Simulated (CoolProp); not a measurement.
Vapour-liquid equilibrium of R245fa (1) + isopentane (2) at 282.8 K; x and y are mole fractions of (1).

Computed with CoolProp (multi-fluid Helmholtz-energy mixture model, Akasaka 2015 and Lemmon 2006; pair parameters Bell 2016).

| x | bubble pressure, mixture model (MPa) | bubble pressure, Raoult's law (MPa) | y, mixture model | y, Raoult's law |
|---|---|---|---|---|
| 0.05 | 0.06650 | 0.05306 | 0.255 | 0.077 |
| 0.125 | 0.08344 | 0.05529 | 0.441 | 0.184 |
| 0.2 | 0.09490 | 0.05751 | 0.535 | 0.282 |
| 0.275 | 0.1021 | 0.05973 | 0.588 | 0.374 |
| 0.35 | 0.1062 | 0.06196 | 0.619 | 0.459 |
| 0.425 | 0.1083 | 0.06418 | 0.637 | 0.538 |
| 0.5 | 0.1092 | 0.06640 | 0.646 | 0.612 |
| 0.575 | 0.1095 | 0.06862 | 0.651 | 0.681 |
| 0.65 | 0.1095 | 0.07085 | 0.654 | 0.745 |
| 0.725 | 0.1094 | 0.07307 | 0.658 | 0.806 |
| 0.8 | 0.1087 | 0.07529 | 0.672 | 0.863 |
| 0.875 | 0.1058 | 0.07751 | 0.709 | 0.917 |
| 0.95 | 0.09617 | 0.07974 | 0.813 | 0.968 |

The largest gap from Raoult's law is +71.4 % in bubble pressure, at x = 0.35. y crosses x between x = 0.65 and 0.725: the model has an azeotrope there.

The pair parameters rest on a limited set of measurements; away from them the model extrapolates. With so large a gap from Raoult's law the liquid may split in two, which this calculation doesn't test in full.
